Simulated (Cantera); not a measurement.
Input: 1 mol SiCl₄, 2.5 mol HCl, 87 mol H₂, equilibrated at 1.60 bar.

Method: chemical equilibrium by Gibbs-energy minimisation in Cantera with the NASA 1993 tables (ideal gas, pure condensed phases). Candidate condensed phases: Si; 19 gas species. Gases not in the tables: Si₂H₆ and higher silanes. Kinetics and transport are ignored.

Q: Which condensed phases are stable at each of these points (T (K)): 873, 948, 1023, 1098, 1173, 1248, 1323, 1398, 1473, 1548, 1623, 1698, 1773?

A: 
```json
[
 {"T (K)": "873", "condensed phases": "gas only", "Si condensed (%)": "0.0"},
 {"T (K)": "948", "condensed phases": "gas only", "Si condensed (%)": "0.0"},
 {"T (K)": "1023", "condensed phases": "gas only", "Si condensed (%)": "0.0"},
 {"T (K)": "1098", "condensed phases": "gas only", "Si condensed (%)": "0.0"},
 {"T (K)": "1173", "condensed phases": "gas only", "Si condensed (%)": "0.0"},
 {"T (K)": "1248", "condensed phases": "gas only", "Si condensed (%)": "0.0"},
 {"T (K)": "1323", "condensed phases": "gas only", "Si condensed (%)": "0.0"},
 {"T (K)": "1398", "condensed phases": "gas only", "Si condensed (%)": "0.0"},
 {"T (K)": "1473", "condensed phases": "Si(s)", "Si condensed (%)": "1.5"},
 {"T (K)": "1548", "condensed phases": "Si(s)", "Si condensed (%)": "4.5"},
 {"T (K)": "1623", "condensed phases": "Si(s)", "Si condensed (%)": "5.2"},
 {"T (K)": "1698", "condensed phases": "Si(l)", "Si condensed (%)": "5.5"},
 {"T (K)": "1773", "condensed phases": "Si(l)", "Si condensed (%)": "11.9"}
]
```

From 873 K to 1398 K nothing is condensed. From 1473 K to 1623 K the condensed part is Si(s). From 1698 K to 1773 K the condensed part is Si(l).
